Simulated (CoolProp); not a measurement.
A single-stage vapour-compression cycle with ammonia: evaporating at 324.15 K (dew point), condensing at 368.15 K (bubble point), superheat 2 K, subcooling 8 K, compressor efficiency 0.85, no pressure losses. Each further row changes one setting.

Computed with CoolProp (reference Helmholtz-energy equation of state, Gao 2020).

| case | cooling COP | pressure ratio | discharge temperature (K) | refrigerating effect (kJ/kg) | volumetric capacity (kJ/m³) |
|---|---|---|---|---|---|
| as stated | 5.07 | 2.71 | 416.6 | 860 | 13700 |
| evaporating temperature 329.15 K | 5.91 | ___ | ___ | 860 | ___ |
| condensing temperature 363.15 K | 5.89 | 2.45 | ___ | 888 | 14200 |
| subcooling 13 K | 5.24 | 2.71 | 416.6 | 889 | 14200 |
| superheat 12 K | 4.96 | 2.71 | 430.2 | ___ | ___ |
| compressor efficiency 0.75 | ___ | 2.71 | 423.1 | 860 | 13700 |

**Question.** Complete the blanks.

**Answer.** 
- evaporating temperature 329.15 K, pressure ratio: 2.39
- evaporating temperature 329.15 K, discharge temperature (K): 409.8
- evaporating temperature 329.15 K, volumetric capacity (kJ/m³): 15700
- condensing temperature 363.15 K, discharge temperature (K): 406.4
- superheat 12 K, refrigerating effect (kJ/kg): 896
- superheat 12 K, volumetric capacity (kJ/m³): 13500
- compressor efficiency 0.75, cooling COP: 4.47
